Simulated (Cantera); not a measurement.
Feed: 1 mol FeS₂, 1.5 mol SO₂, 7.4 mol H₂O, held at 773 K and 10.0 mbar.

Cantera equilibrium calculation (NASA polynomials, part measured and part estimated; ideal gas, pure solids and liquids). Gases not in the tables: S₃ to S₇. The numbers say what is thermodynamically allowed, not how fast it happens.

| species | before | after |
|---|---|---|
| H₂O | 0.821 | 0.558 |
| SO₂ | 0.168 | 0.179 |
| H₂ | 0.000437 | 0.165 |
| S₂ | 0.00313 | 0.0700 |
| SO | 2.75e-7 | 0.0143 |
| Fe | <1e-9 | 3.81e-5 |
| S | <1e-9 | 0.000525 |
| H | <1e-9 | 0.000369 |
| OH | <1e-9 | 5.64e-5 |
| SH | 6.84e-8 | 0.00299 |
| Fe(OH)₂ | <1e-9 | 3.19e-5 |
| S₂O | 0.000115 | 0.000884 |
| FeS₂(s), mol | 0.939 | 0 |
| Fe₃O₄(s), mol | 0.0205 | 0 |
| FeO(l), mol | 0 | 0.999 |
Gas species are given as mole fractions.

What was changed between the two runs?
(A) pressure from 10.0 mbar to 0.100 bar
(B) pressure from 10.0 mbar to 1 atm
(C) pressure from 10.0 mbar to 6.00 bar
(D) temperature from 773 K to 1650 K

D, temperature from 773 K to 1650 K. The tables' stoichiometric FeO is somewhat more stable than real wüstite, so its field is too wide. FeO: taken at fixed stoichiometry
